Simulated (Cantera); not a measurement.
Cantera run:

```python
import numpy as np
import cantera as ct

gas_names = """
    CL CL2 H HCL H2 Si SiCL SiCL2 SiCL3 SiCL4 SiH SiHCL3 SiH2 SiH2CL2 SiH3 SiH3CL SiH4 Si2 Si3
""".split()
cond_names = """
    Si(cr) Si(L)
""".split()


def load(file, names, dense=False):
    # The tables refer to 1 bar. Condensed volumes are neglected.
    table = {s.name: s for s in ct.Species.list_from_file(file)}
    out = []
    for n in names:
        d = dict(table[n].input_data)
        d["thermo"] = dict(d["thermo"], **{"reference-pressure": 1e5})
        if dense:
            d["equation-of-state"] = {"model": "constant-volume", "density": "1e6 g/cm^3"}
        out.append(ct.Species.from_dict(d))
    return out


gas = ct.Solution(thermo="ideal-gas", species=load("nasa_gas.yaml", gas_names))
cond = {s.name: ct.Solution(thermo="fixed-stoichiometry", species=[s], name=s.name)
        for s in load("nasa_condensed.yaml", cond_names, dense=True)}
atoms = {
    'Si': {'Si': 1},
    'HCl': {'H': 1, 'CL': 1},
    'H2': {'H': 2},
}
top_T = {}  # K; cautious upper limits of use, not melting points


def equilibrate(T, P, feed):
    n = {}
    for name, mol in feed.items():
        for a, k in atoms[name].items():
            n[a] = n.get(a, 0.0) + k * mol
    gas.TPX = T, P, n
    mass = sum(n.values()) * gas.mean_molecular_weight
    gas.equilibrate("TP")
    valid = [c for c in cond.values() if c.min_temp <= T <= top_T.get(c.name, c.max_temp)]
    mix = ct.Mixture([(gas, mass / gas.mean_molecular_weight)] + [(c, 0.0) for c in valid])
    mix.T, mix.P = T, P
    mix.equilibrate("TP", solver="gibbs", rtol=1e-10, max_steps=50000)
    return mix


results = []
feed = {'Si': 1, 'HCl': 3.1, 'H2': 18}  # mol
P = 13332.2  # Pa
for T in [923, 973, 1023, 1073, 1123, 1173, 1223, 1273]:
    mix = equilibrate(T, P, feed)
    results.append((T, P, feed, dict(zip(mix.species_names, mix.species_moles))))
    x = sorted(zip(gas.X, gas.species_names), reverse=True)
    print(f"T = {T:g} K  P = {P:g} Pa  gas = {mix.phase_moles(0):.4g} mol")
    print("   x: " + "  ".join(f"{s} {v:.3e}" for v, s in x if v > 0.0001))
    print("   condensed (mol): " + ("  ".join(f"{mix.phase(i).name} {mix.phase_moles(i):.4g}"
          for i in range(1, mix.n_phases) if mix.phase_moles(i) > 1e-12) or "none"))
```

Result:

```
T = 923 K  P = 13332.2 Pa  gas = 20.29 mol
   x: H2 9.530e-01  SiCL4 2.625e-02  SiHCL3 1.295e-02  HCL 6.887e-03  SiH2CL2 6.255e-04  SiCL3 2.159e-04
   condensed (mol): Si(cr) 0.186
T = 973 K  P = 13332.2 Pa  gas = 20.32 mol
   x: H2 9.500e-01  SiCL4 2.539e-02  SiHCL3 1.238e-02  HCL 1.095e-02  SiH2CL2 6.309e-04  SiCL3 4.236e-04  SiCL2 2.027e-04
   condensed (mol): Si(cr) 0.207
T = 1023 K  P = 13332.2 Pa  gas = 20.35 mol
   x: H2 9.459e-01  SiCL4 2.406e-02  HCL 1.650e-02  SiHCL3 1.167e-02  SiCL3 7.634e-04  SiH2CL2 6.269e-04  SiCL2 5.116e-04
   condensed (mol): Si(cr) 0.234
T = 1073 K  P = 13332.2 Pa  gas = 20.4 mol
   x: H2 9.403e-01  HCL 2.369e-02  SiCL4 2.214e-02  SiHCL3 1.077e-02  SiCL3 1.268e-03  SiCL2 1.162e-03  SiH2CL2 6.114e-04
   condensed (mol): Si(cr) 0.2662
T = 1123 K  P = 13332.2 Pa  gas = 20.47 mol
   x: H2 9.334e-01  HCL 3.248e-02  SiCL4 1.957e-02  SiHCL3 9.642e-03  SiCL2 2.388e-03  SiCL3 1.939e-03  SiH2CL2 5.820e-04
   condensed (mol): Si(cr) 0.3014
T = 1173 K  P = 13332.2 Pa  gas = 20.56 mol
   x: H2 9.251e-01  HCL 4.255e-02  SiCL4 1.633e-02  SiHCL3 8.272e-03  SiCL2 4.453e-03  SiCL3 2.715e-03  SiH2CL2 5.365e-04
   condensed (mol): Si(cr) 0.3358
T = 1223 K  P = 13332.2 Pa  gas = 20.66 mol
   x: H2 9.160e-01  HCL 5.321e-02  SiCL4 1.261e-02  SiCL2 7.520e-03  SiHCL3 6.699e-03  SiCL3 3.449e-03  SiH2CL2 4.745e-04
   condensed (mol): Si(cr) 0.3647
T = 1273 K  P = 13332.2 Pa  gas = 20.76 mol
   x: H2 9.069e-01  HCL 6.340e-02  SiCL2 1.146e-02  SiCL4 8.817e-03  SiHCL3 5.041e-03  SiCL3 3.927e-03  SiH2CL2 3.989e-04
   condensed (mol): Si(cr) 0.3843
```

These are equilibrium values from Cantera (NASA tables, ideal gas, pure condensed phases), not measurements of a reactor. The tables' values for SiCl3 are old estimates; treat these amounts as uncertain.
